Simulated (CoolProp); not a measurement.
Vapour-liquid equilibrium of toluene (1) + n-dodecane (2) at 531.9 K; x and y are mole fractions of (1).

Computed with CoolProp (multi-fluid Helmholtz-energy mixture model, Lemmon 2006 and Lemmon 2004; pair parameters Bell 2016).

Problem. Give the bubble pressure and the first vapour's composition at x = 0.05, 0.65, 0.725. Is there an azeotrope?

Solution. x = 0.05: 0.3014 MPa, y = 0.181; x = 0.65: 1.176 MPa, y = 0.894; x = 0.725: 1.315 MPa, y = 0.921. No azeotrope shows between x = 0.05 and 0.95.

The pair parameters rest on a limited set of measurements; away from them the model extrapolates.
